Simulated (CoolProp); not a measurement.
Vapour-liquid equilibrium of CHF3 (R23) (1) + R22 (2) at 10.1 kPa; x and y are mole fractions of (1).

The numbers come from the multi-fluid Helmholtz-energy mixture model, Penoncello 2003 and Kamei 1995; pair parameters Bell 2016 in CoolProp.

Question: Give the bubble temperature and the first vapour's composition at x = 0.35, 0.65, 0.95. Is there an azeotrope?

Answer: x = 0.35: -105.5 °C, y = 0.919; x = 0.65: -110.6 °C, y = 0.969; x = 0.95: -113.7 °C, y = 0.995. No azeotrope shows between x = 0.05 and 0.95.

The pair parameters rest on a limited set of measurements; away from them the model extrapolates.
